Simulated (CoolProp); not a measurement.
Vapour-liquid equilibrium of cyclohexane (1) + p-xylene (2) at 4.32 bar; x and y are mole fractions of (1).

Computed with CoolProp (multi-fluid Helmholtz-energy mixture model, Zhou 2014 and Zhou 2012; pair parameters Bell 2016).

| x | bubble temperature, mixture model (°C) | bubble temperature, Raoult's law (°C) | y, mixture model | y, Raoult's law |
|---|---|---|---|---|
| 0.05 | 195.8 | 196.7 | 0.148 | 0.148 |
| 0.2 | 179.8 | 182.3 | 0.461 | 0.466 |
| 0.35 | 167.9 | 170.6 | 0.648 | 0.663 |
| 0.5 | 158.7 | 161.0 | 0.769 | 0.793 |
| 0.65 | 151.4 | 152.9 | 0.856 | 0.881 |
| 0.8 | 145.3 | 145.9 | 0.924 | 0.943 |
| 0.95 | 139.8 | 139.9 | 0.982 | 0.988 |

The largest gap from Raoult's law is -2.7 K in bubble temperature, at x = 0.35. No azeotrope shows between x = 0.05 and 0.95.

The pair parameters rest on a limited set of measurements; away from them the model extrapolates.
